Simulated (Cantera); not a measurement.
What does this Cantera script print?

```python
import numpy as np
import cantera as ct

gas_names = [...]  # 151 gases of nasa_gas.yaml made of C, H, N, O, Si
cond_names = """
    C(gr) C6H6(L) C7H8(L) C8H18(L),n-octa H2O(s) H2O(L) Si(cr) Si(L) SiC(b) SiO2(Lqz) SiO2(hqz) SiO2(L)
    Si2N2O(s) Si3N4(a)
""".split()


# ... load() reads the species with a 1 bar reference pressure and builds the phases ...
atoms = {
    'SiO2': {'Si': 1, 'O': 2},
    'CH4': {'C': 1, 'H': 4},
    'N2': {'N': 2},
}
top_T = {'C(gr)': 4500, 'SiC(b)': 3050, 'Si2N2O(s)': 2100, 'Si3N4(a)': 2400}  # K; cautious upper limits of use, not melting points


# ... equilibrate(T, P, feed) seeds the gas with the atoms and calls Mixture.equilibrate('TP', solver="vcs", rtol=1e-11, max_steps=5000) ...
results = []
feed = {'SiO2': 1, 'CH4': 2, 'N2': 0.45}  # mol
P = 1100  # Pa
for T in [1825, 1875, 1925, 1975, 2025, 2075, 2125]:
    mix = equilibrate(T, P, feed)
    results.append((T, P, feed, dict(zip(mix.species_names, mix.species_moles))))

top = {s: max(r[3][s] / sum(r[3][g] for g in gas_names) for r in results) for s in gas_names}
cols = sorted((s for s in top if top[s] > 1e-05), key=lambda s: -top[s])[:5]
seen = [c for c in cond_names if any(r[3].get(c, 0) > 1e-12 for r in results)]
print("log10 of partial pressures in bar; condensed amounts in mol")
print(f"{'T/K':>10s}" + "".join(f"{s[:9]:>10s}" for s in cols + seen))
for T, P, feed, n in results:
    ng = sum(n[g] for g in gas_names)
    print(f"{T:10.4g}" + "".join(f"{np.log10(max(n[s] / ng * P / 1e5, 1e-99)):10.3f}" for s in cols)
          + "".join(f"{n.get(c, 0):10.4g}" for c in seen))
```

Output:

```
log10 of partial pressures in bar; condensed amounts in mol
       T/K        H2        CO       SiO        N2         H    SiC(b)
      1825    -2.168    -2.593    -3.070    -3.116    -4.440     0.499
      1875    -2.169    -2.593    -3.070    -3.117    -4.268    0.4984
      1925    -2.171    -2.594    -3.071    -3.118    -4.105    0.4972
      1975    -2.173    -2.594    -3.073    -3.119    -3.950     0.495
      2025    -2.175    -2.595    -3.077    -3.121    -3.803    0.4908
      2075    -2.180    -2.595    -3.084    -3.124    -3.664    0.4832
      2125    -2.185    -2.595    -3.097    -3.127    -3.533    0.4693
```

Equilibrium computed with Cantera from the NASA thermochemical tables; the gas is ideal and each condensed phase is pure. The tables' values for SiN are old estimates; treat these amounts as uncertain. Gases not in the tables: Si2H6 and higher silanes.
